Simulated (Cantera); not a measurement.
Charge: 1 mol trisilylamine, 6.7 mol NH₃, 1.1 mol N₂, held at 0.210 bar.

Equilibrium computed with Cantera from the NASA thermochemical tables; the gas is ideal and each condensed phase is pure. Candidate condensed phases: Si, Si₃N₄; 18 gas species. The feed counts by its element totals alone. Gases not in the tables: Si₂H₆ and higher silanes. The numbers say what is thermodynamically allowed, not how fast it happens.

Q: At 1848 K, list the 5 most abundant gas species with their mole fractions, and the condensed phases.

A: H₂ 0.830, N₂ 0.169, H 0.00105, SiH₂ 2.27e-5, Si 1.96e-5. Condensed: Si₃N₄(s).
